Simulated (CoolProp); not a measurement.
Computed with CoolProp (reference Helmholtz-energy equation of state, Thol 2016).

Question: For R1234ze(E), give the phase and the Z, cv (kJ/(kg K)), speed of sound (m/s), Joule-Thomson coefficient (K/MPa) at 258.4 K and 4.66 MPa; 402 K and 4.66 MPa.

Answer: 
- 258.4 K and 4.66 MPa: liquid; Z 0.191, cv 0.876, speed of sound 740, Joule-Thomson coefficient -0.288
- 402 K and 4.66 MPa: supercritical; Z 0.433, cv 1.13, speed of sound 104, Joule-Thomson coefficient 11.7
